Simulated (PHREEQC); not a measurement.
Make-up at 25 °C: 3.6 mol NaBr, 0.037 mol Na2B4O7 and 0.00066 mol H4SiO4 per kg of water. Closed to the air; pH follows from the charge balance.

The numbers come from PHREEQC with the Pitzer model, pitzer.dat.

Question: The ionic strength comes out as 3.69 mol/kgw. What activity coefficients do H3SiO4-, B(OH)4-, OH-, B3O3(OH)4-, Br- get?

Answer: H3SiO4- 0.25, B(OH)4- 0.23, OH- 0.31, B3O3(OH)4- 0.073, Br- 0.67. Single-ion values are on the MacInnes scale.

Precipitation was switched off in this run. Species that the database lacks are ignored. In brines, pH and single-ion activities rest on the MacInnes convention.
